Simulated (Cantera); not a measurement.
A closed system holds: 1 mol CCl₄, 0.22 mol Si, at 675 °C and 12.0 Pa.

Cantera equilibrium calculation (NASA polynomials, part measured and part estimated; ideal gas, pure solids and liquids). Candidate condensed phases: C, Si, SiC; 24 gas species. Equilibrium is a limit: real reactors are often held back by kinetics, nucleation or transport.

Problem. What is the equilibrium state?

Solution. 
```
Item                                  Value
--------------------------------  ---------
x(Cl₂)                                0.863
x(SiCl₄)                              0.123
x(Cl)                                0.0145
x(CCl₄)                             1.10e-6
n(C(graphite))                    1.000 mol
gas amount                        1.793 mol
log10 activity of Si(s) (absent)     -26.48
```
